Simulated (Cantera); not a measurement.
A Cantera script and its output.

```python
import numpy as np
import cantera as ct

gas = ct.Solution("gri30.yaml")
gas.TPX = 1248, 100000, {'CH4': 1, 'CO': 0.32, 'O2': 3.13, 'N2': 11.8}
reactor = ct.IdealGasReactor(gas, energy="on", clone=False)
net = ct.ReactorNet([reactor])
net.rtol, net.atol = 1e-08, 1e-16
show = ['CH4', 'CO', 'O2', 'NO', 'O', 'C2H6']
times = np.geomspace(1e-06, 6, 10)

steps = ct.SolutionArray(gas, extra=["t"])
rows = []
print(f"{'t/s':>10s}{'T/K':>9s}{'P/Pa':>11s}" + "".join(f"{s:>11s}" for s in show))
for t in times:
    while net.time < t:
        t_next = net.step()
        steps.append(gas.state, t=t_next)
    rows.append([np.interp(t, steps.t, y) for y in (steps.T, steps.P, *steps(*show).X.T)])
    print(f"{t:10.3e}{rows[-1][0]:9.1f}{rows[-1][1]:11.4g}" + "".join(f"{x:11.3e}" for x in rows[-1][2:]))
rate = np.gradient(steps.T, steps.t)
print("integrator steps:", len(steps.t))
if steps.T.max() > steps.T[0] + 200:
    print(f"time of steepest temperature rise: {steps.t[rate.argmax()]:.4e} s")
gas.TPX = 1248, 100000, {'CH4': 1, 'CO': 0.32, 'O2': 3.13, 'N2': 11.8}
gas.equilibrate("UV")
print(f"equilibrium (UV): T = {gas.T:.1f} K  " + "  ".join(f"{s} {gas[s].X[0]:.3e}" for s in show))
```

Result:

```
       t/s      T/K       P/Pa        CH4         CO         O2         NO          O       C2H6
 1.000e-06   1248.0      1e+05  6.154e-02  1.969e-02  1.926e-01  9.428e-21  2.685e-10  3.263e-17
 5.664e-06   1248.0      1e+05  6.154e-02  1.969e-02  1.926e-01  1.815e-19  4.904e-10  9.552e-15
 3.208e-05   1248.0      1e+05  6.154e-02  1.969e-02  1.926e-01  1.402e-18  5.310e-10  2.379e-12
 1.817e-04   1248.0      1e+05  6.154e-02  1.969e-02  1.926e-01  1.011e-17  7.724e-10  5.922e-10
 1.029e-03   1248.0      1e+05  6.153e-02  1.969e-02  1.926e-01  1.617e-16  3.403e-09  3.025e-07
 5.830e-03   1249.6  1.001e+05  6.129e-02  1.969e-02  1.924e-01  5.396e-15  1.525e-08  4.621e-05
 3.302e-02   2665.2  2.153e+05  5.827e-17  1.572e-02  5.600e-02  1.487e-02  5.047e-03  3.710e-32
 1.870e-01   2665.2  2.153e+05  5.827e-17  1.572e-02  5.599e-02  1.488e-02  5.046e-03  3.710e-32
 1.059e+00   2665.2  2.153e+05  5.827e-17  1.572e-02  5.599e-02  1.488e-02  5.046e-03  3.710e-32
 6.000e+00   2665.2  2.153e+05  5.827e-17  1.572e-02  5.599e-02  1.488e-02  5.046e-03  3.710e-32
integrator steps: 2226
time of steepest temperature rise: 1.9827e-02 s
equilibrium (UV): T = 2665.2 K  CH4 8.172e-17  CO 1.572e-02  O2 5.599e-02  NO 1.488e-02  O 5.046e-03  C2H6 6.714e-32
```

Computed with Cantera and GRI-Mech 3.0 (53 species, 325 reactions).
